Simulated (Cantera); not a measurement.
A closed system holds: 1 mol Si3N4, 1.9 mol CO2, 2.2 mol N2, held at 100 Torr.

Equilibrium computed with Cantera from the NASA thermochemical tables; the gas is ideal and each condensed phase is pure. Candidate condensed phases: C, Si, SiC, SiO2, Si2N2O, Si3N4; 34 gas species. Mutual solubility and eutectic melting of coexisting phases are not modelled. The tables hold silica as quartz up to 1696 K and as liquid above; real silica turns to tridymite and cristobalite and melts near 1996 K. Rates play no part. All values below are at 1250 °C.

Base state: N2 0.599, CO 0.401, SiO 7.11e-5, CO2 5.20e-5 (mole fractions); condensed: SiO2(β-quartz) + Si2N2O(s).

What changes in the equilibrium state with this change: CO2 from 1.9 to 0.43 mol?


```csv
species,before,after
N2,0.599,0.999
CO,0.401,0.000506
SiO,7.11e-5,9.25e-7
CO2,5.20e-5,<1e-9
"SiO2(β-quartz), mol",0.266,0
"Si2N2O(s), mol",1.37,0.859
"C(graphite), mol",0,0.429
"Si3N4(s), mol",0,0.428
```
